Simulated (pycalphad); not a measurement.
Computed with pycalphad from the COST 507 light-alloy database (1999), at 1 atm. The data set is of 1999 and partly superseded. Diffusion is slow at the low end, where real alloys seldom reach equilibrium.

**Question.** How does the equilibrium phase assembly of Si-51.8V (at.%) change on cooling from 2850 K to 525 K?

**Answer.** 
```csv
T (K),phases above,phases below
2193.8,liquid,liquid + SI3V5
1943.1,liquid + SI3V5,liquid + SI5V6
1924.0,liquid + SI5V6,SI2V + SI5V6
1434.6,SI2V + SI5V6,SI2V + SI3V5
```
Changes were sought between steps of 75 K, so a narrower field can be missed.

Database names, with the compositions (at.%) that they take in these runs: SI3V5: V 62 Si 38; SI5V6: V 55 Si 45; SI2V: Si 67 V 33.
